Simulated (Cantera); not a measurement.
A perfectly stirred reactor is fed with 3.55 % H₂, 96.0 % O₂, 0.489 % H₂O, equivalence ratio 0.018, at 0.0132 atm; it is held at 1325 K, and followed from long to short residence time.

Model: the H2/O2 subset of GRI-Mech 3.0, which has no nitrogen chemistry, integrated in Cantera. Radical loss at walls, strong at low pressure, is not modelled. The temperature is held fixed by assumption; the heat of reaction is taken as removed at once.

x: mole fraction; the columns are a selection and need not sum to one.

| τ (s) | x H₂ | x O₂ | x OH | x H₂O₂ | x O |
|---|---|---|---|---|---|
| 0.96 | 0.000122 | 0.954 | 0.00163 | ___ | 0.00423 |
| 0.23 | 0.000272 | 0.948 | 0.00241 | ___ | 0.00935 |
| 0.053 | 0.000565 | 0.940 | 0.00329 | ___ | 0.0170 |
| 0.012 | 0.00122 | 0.933 | 0.00408 | ___ | 0.0223 |
| 0.0029 | 0.00322 | 0.933 | 0.00503 | ___ | 0.0220 |
| 0.00069 | 0.00998 | 0.939 | 0.00590 | ___ | 0.0160 |
| 0.00016 | 0.0306 | 0.956 | 0.00187 | ___ | 0.00267 |

Q: Complete the blanks.

A: 
- 0.96, x H₂O₂: 3.46e-8
- 0.23, x H₂O₂: 4.54e-8
- 0.053, x H₂O₂: 5.42e-8
- 0.012, x H₂O₂: 6.39e-8
- 0.0029, x H₂O₂: 8.39e-8
- 0.00069, x H₂O₂: 1.09e-7
- 0.00016, x H₂O₂: 2.25e-8
